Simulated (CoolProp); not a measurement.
Cyclopropane at several states: density (kg/m³) from the reference equation and from simpler models built on Tc = 398.7 K, pc = 5.605 MPa, ω = 0.131; each cubic takes its own stable root.

Computed with CoolProp (reference Helmholtz-energy equation of state, Polt 1992). This equation is an older, rougher fit; its heat capacities, sound speeds and derivatives of the liquid may be far off and weren't checked against measurements.

```csv
T (K),p (MPa),phase,reference
366.5,0.107,gas,1.490
320.9,13.7,liquid,612.9
385.3,0.0785,gas,1.037
299.2,2.14,liquid,620.6
```

Task: How far does each simpler model (van der Waals, Redlich-Kwong, Soave-Redlich-Kwong, Peng-Robinson) lie from the reference over these 4 states: mean and median of the absolute difference, and the worst?

Result: 
- van der Waals: mean 17.7 %, median 16.8 %, worst -37.2 % at 299.2 K and 2.14 MPa
- Redlich-Kwong: mean 4.6 %, median 4.2 %, worst -9.8 % at 299.2 K and 2.14 MPa
- Soave-Redlich-Kwong: mean 3.8 %, median 3.6 %, worst -8.1 % at 299.2 K and 2.14 MPa
- Peng-Robinson: mean 2.2 %, median 2.1 %, worst +4.5 % at 320.9 K and 13.7 MPa
